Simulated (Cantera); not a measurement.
Input: 1 mol B2O3, 5.1 mol NH3, held at 1473 K and 75.0 Pa.

Cantera equilibrium calculation (NASA polynomials, part measured and part estimated; ideal gas, pure solids and liquids). Candidate condensed phases: B, BN, B2O3, B3O3H3, H2O; 39 gas species. Equilibrium is a limit: real reactors are often held back by kinetics, nucleation or transport.

Base state: H2 0.714, N2 0.242, B2O3 0.0165, HBO2 0.0138, HBO 0.0115, B2O2 0.00148, H2O 0.000395, H 0.000390 (mole fractions); condensed: B2O3(l).

Question: What changes in the equilibrium state with this change: temperature from 1473 K to 1873.15 K?

Answer: 
```csv
species,before,after
H2,0.714,0.625
N2,0.242,0.224
B2O3,0.0165,0.0432
HBO2,0.0138,0.0412
BO,0.000170,0.0133
H,0.000390,0.0187
HBO,0.0115,0.0270
BO2,2.43e-7,0.000116
H2O,0.000395,0.00332
B2O2,0.00148,0.00388
"B2O3(l), mol",0.677,0
```
